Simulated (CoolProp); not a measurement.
A single-stage vapour-compression cycle with trans-2-butene: evaporating at 260.15 K (dew point), condensing at 323.15 K (bubble point), superheat 0 K, subcooling 2 K, compressor efficiency 0.85, no pressure losses. Each further row changes one setting.

Model: reference Helmholtz-energy equation of state, Lemmon 2005, in CoolProp. It is a short technical equation, of lower accuracy than the large ones.

```tsv
case	cooling COP	pressure ratio	discharge temperature (K)	refrigerating effect (kJ/kg)	volumetric capacity (kJ/m³)
as stated	2.74	8.35	334.0	277	428
evaporating temperature 265.15 K	3.10	6.77	332.2	___	532
condensing temperature 318.15 K	___	7.30	329.0	289	446
subcooling 7 K	2.86	8.35	334.0	289	446
superheat 10 K	2.77	8.35	344.3	292	432
compressor efficiency 0.75	___	8.35	341.2	277	428
```

Problem. Some entries are withheld; supply them.

Solution. 
- evaporating temperature 265.15 K, refrigerating effect (kJ/kg): 284
- condensing temperature 318.15 K, cooling COP: 3.07
- compressor efficiency 0.75, cooling COP: 2.42
